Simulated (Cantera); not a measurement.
An isothermal, constant-pressure homogeneous reactor starts with 16.4 % NH3, 83.6 % N2, at 2398 K and 0.650 bar.

Cantera simulation using the gas-phase N/H chemistry of the illustrative SiF4/NH3 mechanism in the Surface Chemkin manual (1991); the numbers are that mechanism's predictions, not measurements. Walls and surfaces, which speed up NH3 decomposition in real reactors, are not modelled.

x: mole fraction; the columns are a selection and need not sum to one.

```json
[
 {"t (s)": "4.00e-5", "x NH3": "0.160", "x NH2": "0.00246", "x H2": "0.00243", "x H": "(withheld)", "x N2": "0.835"},
 {"t (s)": "0.000153", "x NH3": "0.150", "x NH2": "0.00253", "x H2": "0.0158", "x H": "(withheld)", "x N2": "0.832"},
 {"t (s)": "0.000585", "x NH3": "0.116", "x NH2": "0.00168", "x H2": "0.0596", "x H": "(withheld)", "x N2": "0.822"},
 {"t (s)": "0.00224", "x NH3": "0.0467", "x NH2": "0.000786", "x H2": "0.150", "x H": "(withheld)", "x N2": "0.802"},
 {"t (s)": "0.00856", "x NH3": "0.00150", "x NH2": "7.03e-5", "x H2": "0.207", "x H": "(withheld)", "x N2": "0.788"},
 {"t (s)": "0.0327", "x NH3": "3.96e-6", "x NH2": "5.49e-7", "x H2": "0.206", "x H": "0.00883", "x N2": "0.785"},
 {"t (s)": "0.125", "x NH3": "7.70e-7", "x NH2": "1.08e-7", "x H2": "0.206", "x H": "0.00893", "x N2": "0.785"},
 {"t (s)": "0.479", "x NH3": "6.28e-7", "x NH2": "8.80e-8", "x H2": "0.206", "x H": "0.00893", "x N2": "0.785"},
 {"t (s)": "1.83", "x NH3": "6.28e-7", "x NH2": "8.80e-8", "x H2": "0.206", "x H": "0.00893", "x N2": "0.785"},
 {"t (s)": "7.00", "x NH3": "6.28e-7", "x NH2": "8.80e-8", "x H2": "0.206", "x H": "0.00893", "x N2": "0.785"}
]
```

Task: Complete the blanks.

Result: 
- 4.00e-5, x H: 2.77e-5
- 0.000153, x H: 0.000101
- 0.000585, x H: 0.000282
- 0.00224, x H: 0.000790
- 0.00856, x H: 0.00302
